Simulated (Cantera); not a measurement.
Input (Python, Cantera):

```python
import numpy as np
import cantera as ct

gas = ct.Solution("gri30.yaml")
gas.TPX = 1898, 13000, {'CH4': 1, 'H2O': 0.4, 'H2': 0.84}
reactor = ct.IdealGasConstPressureReactor(gas, energy="off", clone=False)
net = ct.ReactorNet([reactor])
net.rtol, net.atol = 1e-08, 1e-18
show = ['CH4', 'H2O', 'H2', 'CH3', 'CH2']
times = np.geomspace(3e-06, 60, 10)

steps = ct.SolutionArray(gas, extra=["t"])
rows = []
print(f"{'t/s':>10s}{'T/K':>9s}{'P/Pa':>11s}" + "".join(f"{s:>11s}" for s in show))
for t in times:
    while net.time < t:
        t_next = net.step()
        steps.append(gas.state, t=t_next)
    rows.append([np.interp(t, steps.t, y) for y in (steps.T, steps.P, *steps(*show).X.T)])
    print(f"{t:10.3e}{rows[-1][0]:9.1f}{rows[-1][1]:11.4g}" + "".join(f"{x:11.3e}" for x in rows[-1][2:]))
rate = np.gradient(steps.T, steps.t)
print("integrator steps:", len(steps.t))
if steps.T.max() > steps.T[0] + 200:
    print(f"time of steepest temperature rise: {steps.t[rate.argmax()]:.4e} s")
gas.TPX = 1898, 13000, {'CH4': 1, 'H2O': 0.4, 'H2': 0.84}
gas.equilibrate("TP")
print(f"equilibrium (TP): T = {gas.T:.1f} K  " + "  ".join(f"{s} {gas[s].X[0]:.3e}" for s in show))
```

Result:

```
       t/s      T/K       P/Pa        CH4        H2O         H2        CH3        CH2
 3.000e-06   1898.0    1.3e+04  4.463e-01  1.786e-01  3.750e-01  1.338e-04  1.667e-09
 1.942e-05   1898.0    1.3e+04  4.453e-01  1.785e-01  3.753e-01  9.037e-04  9.864e-08
 1.258e-04   1898.0    1.3e+04  4.371e-01  1.779e-01  3.782e-01  5.486e-03  3.201e-06
 8.143e-04   1898.0    1.3e+04  2.907e-01  1.611e-01  4.851e-01  1.023e-02  1.289e-05
 5.273e-03   1898.0    1.3e+04  7.685e-02  1.285e-01  6.622e-01  3.152e-03  6.154e-06
 3.414e-02   1898.0    1.3e+04  1.503e-02  9.753e-02  7.279e-01  7.471e-04  2.500e-06
 2.210e-01   1898.0    1.3e+04  7.162e-03  3.322e-02  7.780e-01  3.510e-04  1.126e-06
 1.431e+00   1898.0    1.3e+04  1.165e-03  3.185e-04  8.048e-01  5.653e-05  1.669e-07
 9.267e+00   1898.0    1.3e+04  7.789e-04  1.242e-07  8.053e-01  3.782e-05  1.115e-07
 6.000e+01   1898.0    1.3e+04  7.789e-04  1.242e-07  8.053e-01  3.782e-05  1.115e-07
integrator steps: 1663
equilibrium (TP): T = 1898.0 K  CH4 7.790e-04  H2O 1.244e-07  H2 8.053e-01  CH3 3.782e-05  CH2 1.115e-07
```

Model: GRI-Mech 3.0 (53 species, 325 reactions), integrated in Cantera. GRI-Mech 3.0 stops at C3 and has no aromatics, soot or wall deposition, so with more carbon than oxygen in the feed, carbon stays in small species such as C2H2 where larger ones or solid carbon would form.
